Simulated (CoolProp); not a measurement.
CHF3 (R23) along the isobar 0.736 MPa: density (kg/m³) from the reference equation and from simpler models built on Tc = 299.3 K, pc = 4.832 MPa, ω = 0.263; each cubic takes its own stable root.

Values from CoolProp's reference Helmholtz-energy equation of state, Penoncello 2003.

| T (K) | phase | reference | van der Waals | Redlich-Kwong | Soave-Redlich-Kwong | Peng-Robinson |
|---|---|---|---|---|---|---|
| 129.9 | liquid | 1664 | 924.3 | 1375 | 1396 | 1568 |
| 135 | liquid | 1647 | 916.4 | 1363 | 1386 | 1556 |
| 140.1 | liquid | 1629 | 908.4 | 1350 | 1375 | 1545 |
| 145.2 | liquid | 1612 | 900.2 | 1337 | 1363 | 1533 |
| 150.3 | liquid | 1594 | 891.9 | 1323 | 1352 | 1520 |
| 155.4 | liquid | 1577 | 883.3 | 1309 | 1339 | 1507 |
| 160.6 | liquid | 1558 | 874.3 | 1294 | 1326 | 1493 |
| 165.7 | liquid | 1540 | 865.3 | 1279 | 1313 | 1479 |
| 170.8 | liquid | 1522 | 856.0 | 1263 | 1299 | 1465 |
| 175.9 | liquid | 1504 | 846.5 | 1247 | 1285 | 1449 |
| 181 | liquid | 1485 | 836.6 | 1231 | 1270 | 1433 |
| 186.1 | liquid | 1466 | 826.4 | 1214 | 1255 | 1417 |
| 191.2 | liquid | 1447 | 815.9 | 1196 | 1238 | 1399 |
| 196.3 | liquid | 1427 | 804.9 | 1178 | 1222 | 1381 |
| 201.4 | liquid | 1407 | 35.35 | 1159 | 1204 | 1362 |
| 206.6 | liquid | 1387 | 34.13 | 1138 | 1185 | 1341 |

At some of these states van der Waals gives the other phase, because its saturation line lies elsewhere.
